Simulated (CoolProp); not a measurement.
Values from CoolProp's reference Helmholtz-energy equation of state, Kamei 1995.

Give the vapour pressure (kPa), vapour density (kg/m³), enthalpy of vaporisation (kJ/kg), liquid cp (kJ/(kg K)) of saturated R22 at 355.3 K.


```json
[
 {"T (K)": "355.3", "p (kPa)": "3820", "vapour density (kg/m³)": "209", "enthalpy of vaporisation (kJ/kg)": "96.0", "liquid cp (kJ/(kg K))": "2.35"}
]
```
